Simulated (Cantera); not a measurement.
**Catalytic combustion on Pt**

An isothermal plug-flow reactor at 900 K and 0.290 bar (inlet), inlet velocity 0.16 m/s, active area per volume 140 1/m; feed 0.383 % CH4, 2.09 % O2, 91.7 % N2, 5.81 % H2O.

Computed with Cantera and Deutschmann's 1995 Pt surface mechanism with GRI-Mech 3.0 gas chemistry. Catalytic surfaces can have several steady states; this one follows from the mechanism file's or the stated starting coverage. Mass transfer to the wall is taken as infinitely fast.

```json
[
 {"z (m)": "0.00097", "x CH4": "0.00355", "x O2": "0.0203", "x H2O": "0.0586", "x CO2": "0.000276", "x CO": "1.47e-6", "θ free Pt": "0.225", "θ O*": "0.771", "θ OH*": "0.00360"},
 {"z (m)": "0.0019", "x CH4": "0.00330", "x O2": "0.0198", "x H2O": "0.0591", "x CO2": "0.000526", "x CO": "1.37e-6", "θ free Pt": "0.227", "θ O*": "0.770", "θ OH*": "0.00363"},
 {"z (m)": "0.0036", "x CH4": "0.00288", "x O2": "0.0190", "x H2O": "0.0599", "x CO2": "0.000943", "x CO": "1.20e-6", "θ free Pt": "0.228", "θ O*": "0.768", "θ OH*": "0.00366"},
 {"z (m)": "0.007", "x CH4": "0.00218", "x O2": "0.0176", "x H2O": "0.0613", "x CO2": "0.00164", "x CO": "9.20e-7", "θ free Pt": "0.232", "θ O*": "0.764", "θ OH*": "0.00372"},
 {"z (m)": "0.013", "x CH4": "0.00131", "x O2": "0.0159", "x H2O": "0.0631", "x CO2": "0.00251", "x CO": "5.58e-7", "θ free Pt": "0.236", "θ O*": "0.760", "θ OH*": "0.00380"},
 {"z (m)": "0.026", "x CH4": "0.000407", "x O2": "0.0141", "x H2O": "0.0649", "x CO2": "0.00341", "x CO": "1.77e-7", "θ free Pt": "0.241", "θ O*": "0.755", "θ OH*": "0.00388"},
 {"z (m)": "0.05", "x CH4": "4.39e-5", "x O2": "0.0133", "x H2O": "0.0656", "x CO2": "0.00377", "x CO": "1.96e-8", "θ free Pt": "0.244", "θ O*": "0.752", "θ OH*": "0.00391"},
 {"z (m)": "0.097", "x CH4": "5.37e-7", "x O2": "0.0133", "x H2O": "0.0657", "x CO2": "0.00382", "x CO": "6.56e-10", "θ free Pt": "0.244", "θ O*": "0.752", "θ OH*": "0.00392"}
]
```
x: gas mole fraction; θ: surface coverage.
